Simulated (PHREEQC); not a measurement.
Consider water at 70 °C with 7.1 mmol/kgw CuSO4, 27 mmol/kgw H2SO4, 8.9 mmol/kgw FeCl3 and 37 mmol/kgw LiOH. Closed to the air; pH follows from the charge balance.

All values are PHREEQC results (ion-association model, wateq4f.dat), not measurements.

Precipitation was switched off in this run.

Q: Estimate the pH, ionic strength.

A: pH 2.22; ionic strength 0.0829 mol/kgw.

Q: In which forms is Fe present?

A: FeSO4+ 68 %, FeOH+2 13 %, Fe(SO4)2- 8.1 %, FeHSO4+2 3.1 %, Fe+3 2.6 %, FeCl+2 2.4 % of the Fe.

Saturation is exceeded, for instance for Hematite (slow to form), Goethite (slow to form); the values hold only as long as no solid forms. At this temperature some constants are extrapolated from 25 °C, and those without enthalpy data are left unchanged.
